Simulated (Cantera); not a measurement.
An adiabatic, constant-pressure homogeneous reactor starts with H₂ : O₂ : N₂ = 1 : 0.806 : 3.03 (molar parts), at 1050 K and 25000 Pa. Integrator tolerance rtol = 1e-08.

Detailed kinetics in Cantera: GRI-Mech 3.0 (53 species, 325 reactions).

### Question
What does this change do: 0.36 parts NO added?

### Answer
| quantity | before | after |
|---|---|---|
| time of steepest temperature rise | 0.434 ms | 0.428 ms |
| temperature at 1.00 s | 2373 K | 2412 K |
| equilibrium temperature | 2373 K | 2412 K |
| x(H₂) at 1.00 s | 0.00535 (gas-phase equilibrium 0.00535) | 0.00497 (gas-phase equilibrium 0.00497) |
| x(O₂) at 1.00 s | 0.0629 (gas-phase equilibrium 0.0629) | 0.0921 (gas-phase equilibrium 0.0921) |
| x(NO) at 1.00 s | 0.00932 (gas-phase equilibrium 0.00932) | 0.0120 (gas-phase equilibrium 0.0120) |
| x(H₂O₂) at 1.00 s | 1.42e-7 (gas-phase equilibrium 1.42e-7) | 1.72e-7 (gas-phase equilibrium 1.72e-7) |
| x(O) at 1.00 s | 0.00378 (gas-phase equilibrium 0.00378) | 0.00566 (gas-phase equilibrium 0.00566) |
| x(NO₂) at 1.00 s | 2.60e-6 (gas-phase equilibrium 2.60e-6) | 3.88e-6 (gas-phase equilibrium 3.88e-6) |
The mechanism lacks 2 NO + O2 → 2 NO2 and HONO, so NO2 and the effect of NO are under-described below about 1400 K.
